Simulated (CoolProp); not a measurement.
Vapour-liquid equilibrium of CH2F2 (R32) (1) + R142b (2) at 0.0929 bar; x and y are mole fractions of (1).

The numbers come from the multi-fluid Helmholtz-energy mixture model, Tillner-Roth 1997 and Lemmon 2006; pair parameters Bell 2016 in CoolProp.

Give the bubble temperature and the first vapour's composition at x = 0.125, 0.275, 0.35. Is there an azeotrope?

x = 0.125: -70.9 °C, y = 0.689; x = 0.275: -79.3 °C, y = 0.866; x = 0.35: -81.7 °C, y = 0.900. No azeotrope shows between x = 0.05 and 0.95.

Pair parameters are fitted to limited data, so mixtures are less certain than the pure fluids.
